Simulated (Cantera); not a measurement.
Cantera run:

```python
import numpy as np
import cantera as ct

gas_names = """
    H H2 Pb Pb2
""".split()
cond_names = """
    Pb(cr) Pb(L)
""".split()


def load(file, names, dense=False):
    # The tables refer to 1 bar. Condensed volumes are neglected.
    table = {s.name: s for s in ct.Species.list_from_file(file)}
    out = []
    for n in names:
        d = dict(table[n].input_data)
        d["thermo"] = dict(d["thermo"], **{"reference-pressure": 1e5})
        if dense:
            d["equation-of-state"] = {"model": "constant-volume", "density": "1e6 g/cm^3"}
        out.append(ct.Species.from_dict(d))
    return out


gas = ct.Solution(thermo="ideal-gas", species=load("nasa_gas.yaml", gas_names))
cond = {s.name: ct.Solution(thermo="fixed-stoichiometry", species=[s], name=s.name)
        for s in load("nasa_condensed.yaml", cond_names, dense=True)}
atoms = {
    'Pb': {'Pb': 1},
    'H2': {'H': 2},
}
top_T = {}  # K; cautious upper limits of use, not melting points


def equilibrate(T, P, feed):
    n = {}
    for name, mol in feed.items():
        for a, k in atoms[name].items():
            n[a] = n.get(a, 0.0) + k * mol
    gas.TPX = T, P, n
    mass = sum(n.values()) * gas.mean_molecular_weight
    gas.equilibrate("TP")
    valid = [c for c in cond.values() if c.min_temp <= T <= top_T.get(c.name, c.max_temp)]
    mix = ct.Mixture([(gas, mass / gas.mean_molecular_weight)] + [(c, 0.0) for c in valid])
    mix.T, mix.P = T, P
    mix.equilibrate("TP", solver="vcs", rtol=1e-11, max_steps=5000)
    return mix


results = []
feed = {'Pb': 1, 'H2': 0.096}  # mol
T = 1448  # K
P = 190  # Pa
mix = equilibrate(T, P, feed)
results.append((T, P, feed, dict(zip(mix.species_names, mix.species_moles))))
print(gas.report(threshold=0.001))
for i in range(1, mix.n_phases):
    print(f"{mix.phase(i).name:16s} {mix.phase_moles(i):12.5e} mol")
```

It prints:

```
       temperature   1448 K
          pressure   190 Pa
           density   0.0029863 kg/m^3
  mean mol. weight   189.23 kg/kmol
   phase of matter   gas

                          1 kg             1 kmol
                     ---------------   ---------------
          enthalpy        1.0728e+06        2.0301e+08  J
   internal energy        1.0092e+06        1.9097e+08  J
           entropy            1374.9        2.6017e+05  J/K
    Gibbs function       -9.1803e+05       -1.7372e+08  J
 heat capacity c_p            118.35             22395  J/K
 heat capacity c_v            74.412             14081  J/K

                      mass frac. Y      mole frac. X     chem. pot. / RT
                     ---------------   ---------------   ---------------
                H2        0.00093285           0.08756           -27.202
                Pb             0.999           0.91235           -13.203
     [   +2 minor]        7.0866e-05        9.4779e-05

Pb(L)             0.00000e+00 mol
```

These are equilibrium values from Cantera (NASA tables, ideal gas, pure condensed phases), not measurements of a reactor.
